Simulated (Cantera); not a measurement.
Feed: 1 mol toluene, 0.027 mol H2O, 0.42 mol CO2, equilibrated at 2200 °C and 7.50 Torr.

These are equilibrium values from Cantera (NASA tables, ideal gas, pure condensed phases), not measurements of a reactor. Candidate condensed phases: C, C6H6, C7H8, C8H18, H2O; 110 gas species. Kinetics and transport are ignored.

Base state: H2 0.652, H 0.180, CO 0.161, C2H2 (acetylene) 0.00629, C2H 0.000118, C3 3.26e-5, C4H2 2.50e-5, C 1.15e-5 (mole fractions); condensed: C(graphite).

Problem. What changes in the equilibrium state with this change: pressure from 7.50 Torr to 750 Torr?

Solution. 
```csv
species,before,after
H2,0.652,0.797
CO,0.161,0.175
H,0.180,0.0199
CH4,6.67e-7,9.95e-5
C3,3.26e-5,3.26e-7
C,1.15e-5,1.15e-7
"C(graphite), mol",6.48,6.48
```

Problem. What changes in the equilibrium state with this change: temperature from 2200 °C to 1875 °C?

Solution. 
```csv
species,before,after
H2,0.652,0.788
CO,0.161,0.174
H,0.180,0.0370
C3,3.26e-5,8.23e-8
C,1.15e-5,5.94e-8
C2H,0.000118,2.12e-6
"C(graphite), mol",6.48,6.54
```
